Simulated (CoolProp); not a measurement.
A Linde-Hampson liquefier for CF4 (R14): isothermal reversible compression at 320 K from 1 atm to 10 MPa, throttling to 1 atm, return gas leaving the recuperator 0 K below the feed. Each further row changes one setting.

Values from CoolProp's reference Helmholtz-energy equation of state, Platzer 1990. This equation is an older, rougher fit; its heat capacities, sound speeds and derivatives of the liquid may be far off and weren't checked against measurements.

```tsv
case	liquid yield per pass	compression work (kJ/kg of gas)
as stated	0.145	131
high pressure 20 MPa	___	___
warm-end temperature 350 K	___	146
warm-end gap 5 K	0.131	131
```

Problem. What belongs in the gaps?

Solution. 
- high pressure 20 MPa, liquid yield per pass: 0.226
- high pressure 20 MPa, compression work (kJ/kg of gas): 148
- warm-end temperature 350 K, liquid yield per pass: 0.106
